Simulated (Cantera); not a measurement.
Charge: 1 mol SiH₄, 0.32 mol H₂O, 2.9 mol H₂, held at 1375 °C and 13300 Pa.

Equilibrium computed with Cantera from the NASA thermochemical tables; the gas is ideal and each condensed phase is pure. Candidate condensed phases: H₂O, Si, SiO₂; 18 gas species. Mutual solubility and eutectic melting of coexisting phases are not modelled. The tables hold silica as quartz up to 1696 K and as liquid above; real silica turns to tridymite and cristobalite and melts near 1996 K. Rates play no part.

Base state: H₂ 0.955, SiO 0.0448, H 0.000238, H₂O 1.33e-5 (mole fractions); condensed: Si(s) + SiO₂(β-quartz).

Q: What changes in the equilibrium state with this change: 0.45 mol CH₄ added?

A: 
```csv
species,before,after
H₂,0.955,0.953
SiO,0.0448,0.0448
CO,0,0.00198
H,0.000238,0.000238
H₂O,1.33e-5,1.33e-5
"Si(s), mol",0.717,0.265
"SiO₂(β-quartz), mol",0.0375,0.00968
"SiC(s), mol",0,0.437
```
Further candidate phases: C, C₆H₆, C₇H₈, C₈H₁₈, SiC.

Q: What changes in the equilibrium state with this change: pressure from 13300 Pa to 22000 Pa?

A: 
```csv
species,before,after
H₂,0.955,0.973
SiO,0.0448,0.0272
H,0.000238,0.000187
H₂O,1.33e-5,1.36e-5
"Si(s), mol",0.717,0.767
"SiO₂(β-quartz), mol",0.0375,0.0871
```

Q: What changes in the equilibrium state with this change: temperature from 1375 °C to 1050 °C?

A: 
| species | before | after |
|---|---|---|
| H₂ | 0.955 | 1.000 |
| SiO | 0.0448 | 9.92e-5 |
| H | 0.000238 | 4.34e-6 |
| H₂O | 1.33e-5 | 3.82e-7 |
| Si(s), mol | 0.717 | 0.840 |
| SiO₂(β-quartz), mol | 0.0375 | 0.160 |
